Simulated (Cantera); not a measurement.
A closed system holds: 1 mol SiO2, 1 mol MgCl2, 6 mol O2, held at 10.0 mbar.

Method: chemical equilibrium by Gibbs-energy minimisation in Cantera with the NASA 1993 tables (ideal gas, pure condensed phases). Candidate condensed phases: Mg, MgCl2, MgO, MgSiO3, Mg2SiO4, Si, SiO2; 20 gas species. Mutual solubility and eutectic melting of coexisting phases are not modelled. The tables hold silica as quartz up to 1696 K and as liquid above; real silica turns to tridymite and cristobalite and melts near 1996 K. Condensed phases not in the tables: alloys, solid solutions and most ternary compounds. The numbers say what is thermodynamically allowed, not how fast it happens.

x: gas mole fraction; n: condensed amount in mol.

```json
[
 {"T (K)": "748", "x O2": "0.846", "x Cl2": "0.154", "x Cl": "1.01e-5", "x MgCl2": "7.02e-11", "x ClO": "1.42e-7", "x O": "<1e-12", "x SiCl4": "<1e-12", "n MgSiO3(s)": "1.00", "n SiO2(β-quartz)": "0"},
 {"T (K)": "823", "x O2": "0.846", "x Cl2": "0.154", "x Cl": "6.17e-5", "x MgCl2": "2.53e-9", "x ClO": "6.28e-7", "x O": "2.12e-12", "x SiCl4": "<1e-12", "n MgSiO3(s)": "1.00", "n SiO2(β-quartz)": "0"},
 {"T (K)": "898", "x O2": "0.846", "x Cl2": "0.154", "x Cl": "?", "x MgCl2": "?", "x ClO": "?", "x O": "?", "x SiCl4": "<1e-12", "n MgSiO3(s)": "1.00", "n SiO2(β-quartz)": "0"},
 {"T (K)": "973", "x O2": "0.846", "x Cl2": "0.153", "x Cl": "0.00100", "x MgCl2": "6.22e-7", "x ClO": "6.19e-6", "x O": "6.22e-10", "x SiCl4": "<1e-12", "n MgSiO3(s)": "1.000", "n SiO2(β-quartz)": "0"},
 {"T (K)": "1048", "x O2": "0.845", "x Cl2": "0.152", "x Cl": "0.00301", "x MgCl2": "5.31e-6", "x ClO": "1.52e-5", "x O": "5.82e-9", "x SiCl4": "4.10e-12", "n MgSiO3(s)": "1.000", "n SiO2(β-quartz)": "0"},
 {"T (K)": "1123", "x O2": "0.843", "x Cl2": "0.149", "x Cl": "?", "x MgCl2": "?", "x ClO": "?", "x O": "?", "x SiCl4": "?", "n MgSiO3(s)": "1.000", "n SiO2(β-quartz)": "?"},
 {"T (K)": "1198", "x O2": "0.839", "x Cl2": "0.144", "x Cl": "0.0175", "x MgCl2": "0.000163", "x ClO": "6.34e-5", "x O": "2.20e-7", "x SiCl4": "1.25e-10", "n MgSiO3(s)": "0.999", "n SiO2(β-quartz)": "0.00107"},
 {"T (K)": "1273", "x O2": "0.831", "x Cl2": "0.133", "x Cl": "0.0353", "x MgCl2": "0.000630", "x ClO": "0.000111", "x O": "9.81e-7", "x SiCl4": "4.59e-10", "n MgSiO3(s)": "0.996", "n SiO2(β-quartz)": "0.00417"},
 {"T (K)": "1348", "x O2": "0.819", "x Cl2": "0.115", "x Cl": "0.0636", "x MgCl2": "0.00193", "x ClO": "0.000175", "x O": "3.69e-6", "x SiCl4": "1.26e-9", "n MgSiO3(s)": "0.987", "n SiO2(β-quartz)": "0.0130"},
 {"T (K)": "1423", "x O2": "0.803", "x Cl2": "0.0901", "x Cl": "0.102", "x MgCl2": "0.00469", "x ClO": "0.000248", "x O": "1.21e-5", "x SiCl4": "2.50e-9", "n MgSiO3(s)": "0.968", "n SiO2(β-quartz)": "0.0322"},
 {"T (K)": "1498", "x O2": "0.786", "x Cl2": "0.0616", "x Cl": "0.143", "x MgCl2": "0.00888", "x ClO": "0.000313", "x O": "3.50e-5", "x SiCl4": "3.35e-9", "n MgSiO3(s)": "0.938", "n SiO2(β-quartz)": "0.0625"}
]
```

Q: Some entries are withheld; supply them.

A: 
- 898, x Cl: 0.000279
- 898, x MgCl2: 5.03e-8
- 898, x ClO: 2.17e-6
- 898, x O: 4.59e-11
- 1123, x Cl: 0.00774
- 1123, x MgCl2: 3.34e-5
- 1123, x ClO: 3.28e-5
- 1123, x O: 4.04e-8
- 1123, x SiCl4: 2.60e-11
- 1123, n SiO2(β-quartz): 0.000218
